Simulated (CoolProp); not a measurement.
Properties of decamethyltetrasiloxane (MD2M) along the isobar 1.44 MPa.

The numbers come from the reference Helmholtz-energy equation of state, Thol 2017 in CoolProp.

```csv
T (K),phase,Z,cv (kJ/(kg K)),Joule-Thomson coefficient (K/MPa)
260.8,liquid,0.2324,1.327,-0.4860
271.6,liquid,0.2259,1.357,-0.4753
282.4,liquid,0.2200,1.388,-0.4642
293.3,liquid,0.2145,1.418,-0.4524
304.1,liquid,0.2095,1.448,-0.4403
315,liquid,0.2048,1.479,-0.4277
325.8,liquid,0.2006,1.508,-0.4147
336.7,liquid,0.1966,1.537,-0.4011
```
